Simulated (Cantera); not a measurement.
Feed: 1 mol BF₃, 9.8 mol N₂, 5.5 mol H₂, 14 mol NH₃, equilibrated at 1525 K and 1.00 Torr.

Method: chemical equilibrium by Gibbs-energy minimisation in Cantera with the NASA 1993 tables (ideal gas, pure condensed phases). Candidate condensed phases: B, BN; 31 gas species. The tables' values for BF₂ are old estimates; treat these amounts as uncertain. The numbers say what is thermodynamically allowed, not how fast it happens.

Base state: H₂ 0.588, N₂ 0.376, HF 0.0171, BF₃ 0.0155, BF₂ 0.00143, H 0.000497, BHF₂ 0.000478, BF 0.000331 (mole fractions); condensed: BN(s).

Problem. What changes in the equilibrium state with this change: pressure from 1.00 Torr to 0.120 Torr?

Solution. 
```json
[
 {"species": "H₂", "before": "0.588", "after": "0.586"},
 {"species": "N₂", "before": "0.376", "after": "0.376"},
 {"species": "HF", "before": "0.0171", "after": "0.0162"},
 {"species": "BF₂", "before": "0.00143", "after": "0.00375"},
 {"species": "BF", "before": "0.000331", "after": "0.00263"},
 {"species": "BF₃", "before": "0.0155", "after": "0.0134"},
 {"species": "H", "before": "0.000497", "after": "0.00143"},
 {"species": "BHF₂", "before": "0.000478", "after": "0.000434"},
 {"species": "BN(s), mol", "before": "0.214", "after": "0.101"}
]
```

Problem. What changes in the equilibrium state with this change: BF₃ replaced by borazine?

Solution. 
```
species       before     after
----------  --------  --------
H₂             0.588     0.637
N₂             0.376     0.363
H           0.000497  0.000517
HF            0.0171         0
BF₃           0.0155         0
BF₂          0.00143         0
BHF₂        0.000478         0
BF          0.000331         0
BN(s), mol     0.214      3.00
```
The feed counts by its element totals alone.

Problem. What changes in the equilibrium state with this change: temperature from 1525 K to 1148 K?

Solution. 
```json
[
 {"species": "H₂", "before": "0.588", "after": "0.593"},
 {"species": "N₂", "before": "0.376", "after": "0.377"},
 {"species": "BF₃", "before": "0.0155", "after": "0.0190"},
 {"species": "HF", "before": "0.0171", "after": "0.0105"},
 {"species": "BF", "before": "0.000331", "after": "5.87e-9"},
 {"species": "BF₂", "before": "0.00143", "after": "2.68e-6"},
 {"species": "H", "before": "0.000497", "after": "1.51e-6"},
 {"species": "BN(s), mol", "before": "0.214", "after": "0.155"}
]
```
